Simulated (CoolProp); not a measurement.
R404A at 424.57 K and 1.05 MPa flows at 0.11 m/s in a round tube of 2 mm bore and 45 µm roughness, fully developed (64/Re and Nu = 3.66 if laminar; Colebrook and Gnielinski if turbulent). Each further row changes one setting.

The numbers come from the reference Helmholtz-energy equation of state, Lemmon 2003 in CoolProp. It is a pseudo-pure fit of the blend.

| case | Reynolds number | Darcy friction factor | pressure drop (Pa/m) | heat-transfer coefficient (W/(m² K)) | mass flow (kg/h) |
|---|---|---|---|---|---|
| as stated | 388 | 0.165 | 15.3 | 43.2 | 0.0380 |
| velocity 0.22 m/s | 775 | 0.0826 | 30.5 | 43.2 | 0.0760 |
| diameter 4 mm | 775 | 0.0826 | 3.81 | 21.6 | 0.152 |

Viscosity comes from a separate model (Geller 2000). Thermal conductivity comes from a separate model (Geller 2001).
